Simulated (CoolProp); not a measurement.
Saturation properties of R22.

The numbers come from the reference Helmholtz-energy equation of state, Kamei 1995 in CoolProp.

```
T (°C)  p (MPa)  vapour density (kg/m³)  liquid cp (kJ/(kg K))  liquid viscosity (µPa s)
------  -------  ----------------------  ---------------------  ------------------------
-2.65    0.4564                   19.51                  1.162                       176
3.05     0.5493                   23.35                  1.178                       165
8.75     0.6557                   27.77                  1.195                       154
14.55    0.7791                   32.93                  1.215                       144
20.25    0.9164                   38.75                  1.237                       134
25.95     1.071                   45.40                  1.261                       126
31.75     1.247                   53.16                  1.290                       118
37.45     1.440                   61.89                  1.322                       110
43.15     1.655                   71.90                  1.361                       103
48.95     1.896                   83.64                  1.409                      95.8
54.65     2.158                   97.01                  1.468                      89.3
60.35     2.446                   112.6                  1.545                      83.2
66.15     2.767                   131.4                  1.650                      77.2
71.85     3.113                   153.7                  1.798                      71.4
```

It boils at -40.8 °C under 1 atm.

Viscosity comes from a separate model (Bell 2016), an estimate that may be off by 10 % or more.
